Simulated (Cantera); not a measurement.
## Boron, boron nitride and boron oxide: BCl3 + H2 + N2

A closed system holds: 1 mol BCl3, 26 mol H2, 120 mol N2, at 1.00 bar.

Method: chemical equilibrium by Gibbs-energy minimisation in Cantera with the NASA 1993 tables (ideal gas, pure condensed phases). Candidate condensed phases: B, BN, NH4Cl; 21 gas species. The tables' values for BCl, BH2, BCl2 are old estimates; treat these amounts as uncertain. Equilibrium is a limit: real reactors are often held back by kinetics, nucleation or transport.

```csv
T (K),x N2,x H2,x HCl,x H,x BCl,x Cl,n BN(s)
1875,0.813,0.167,0.0204,0.000267,2.02e-6,2.48e-5,1.000
1925,0.813,0.166,0.0204,0.000390,4.46e-6,3.59e-5,0.999
1975,0.813,0.166,0.0203,0.000558,9.44e-6,5.10e-5,0.998
2025,0.813,0.166,0.0203,0.000785,1.92e-5,7.12e-5,0.997
2075,0.812,0.166,0.0203,0.00109,3.78e-5,9.77e-5,0.994
2125,0.812,0.166,0.0202,0.00148,7.17e-5,0.000132,0.988
2175,0.812,0.166,0.0201,0.00199,0.000132,0.000176,0.978
2225,0.812,0.165,0.0199,0.00263,0.000235,0.000230,0.962
2275,0.811,0.165,0.0196,0.00345,0.000407,0.000296,0.934
2325,0.811,0.164,0.0192,0.00446,0.000682,0.000375,0.890
2375,0.810,0.164,0.0187,0.00571,0.00111,0.000465,0.822
```
x: gas mole fraction; n: condensed amount in mol.

From 1875 K to 2375 K the condensed part is BN(s). The share of B in condensed phases is highest at 1875 K (100.0 %) and lowest at 2375 K (82.2 %).
